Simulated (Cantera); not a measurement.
Charge: 1 mol SiHCl3, 11 mol N2, equilibrated at 1500 °C and 0.100 bar.

Method: chemical equilibrium by Gibbs-energy minimisation in Cantera with the NASA 1993 tables (ideal gas, pure condensed phases). Candidate condensed phases: NH4Cl, Si, Si3N4; 28 gas species. The tables' values for SiCl3, SiCl are old estimates; treat these amounts as uncertain. The numbers say what is thermodynamically allowed, not how fast it happens.

Base state: N2 0.852, SiCl2 0.0661, HCl 0.0635, SiCl3 0.00910, H2 0.00689, SiCl4 0.00213, Cl 0.000529, H 7.48e-5 (mole fractions); condensed: gas only.

**Question.** What changes in the equilibrium state with this change: SiHCl3 replaced by SiF4?

**Answer.** 
```csv
species,before,after
N2,0.852,0.917
SiF4,0,0.0833
F,0,1.55e-5
SiCl2,0.0661,0
HCl,0.0635,0
SiCl3,0.00910,0
H2,0.00689,0
```
The tables' values for SiF3 are old estimates; treat these amounts as uncertain.
